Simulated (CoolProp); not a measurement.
Vapour-liquid equilibrium of n-octane (1) + p-xylene (2) at 424.9 K; x and y are mole fractions of (1).

The numbers come from the multi-fluid Helmholtz-energy mixture model, Beckmüller 2019 and Zhou 2012; pair parameters Bell 2016 in CoolProp.

Question: Give the bubble pressure and the first vapour's composition at x = 0.65, 0.75, 0.85. Is there an azeotrope?

Answer: x = 0.65: 1.862 bar, y = 0.701; x = 0.75: 1.902 bar, y = 0.786; x = 0.85: 1.938 bar, y = 0.871. No azeotrope shows between x = 0.05 and 0.95.

The pair parameters rest on a limited set of measurements; away from them the model extrapolates.
